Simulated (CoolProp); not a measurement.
Ethane along the isotherm -17.05 °C: density (kg/m³) from the reference equation and from simpler models built on Tc = 32.2 °C, pc = 4872 kPa, ω = 0.099; each cubic takes its own stable root.

Model: reference Helmholtz-energy equation of state, Bücker 2006, in CoolProp.

| p (kPa) | phase | reference |
|---|---|---|
| 7.7 | gas | 0.1088 |
| 11.6 | gas | 0.1640 |
| 17.5 | gas | 0.2476 |
| 26.4 | gas | 0.3740 |
| 39.9 | gas | 0.5661 |
| 60.2 | gas | 0.8562 |
| 90.8 | gas | 1.296 |
| 137 | gas | 1.967 |
| 207 | gas | 2.998 |
| 312 | gas | 4.581 |
| 470 | gas | 7.050 |
| 710 | gas | 11.03 |
| 1070 | gas | 17.67 |
| 1610 | liquid | 437.0 |
| 2440 | liquid | 439.9 |

Q: How far does each simpler model (Redlich-Kwong, Peng-Robinson) lie from the reference over these 15 states: mean and median of the absolute difference, and the worst?

A: 
- Redlich-Kwong: mean 7.0 %, median 0.1 %, worst -93.3 % at -17.05 °C and 1610 kPa
- Peng-Robinson: mean 0.7 %, median 0.1 %, worst +4.4 % at -17.05 °C and 2440 kPa

At some of these states Redlich-Kwong gives the other phase, because its saturation line lies elsewhere.
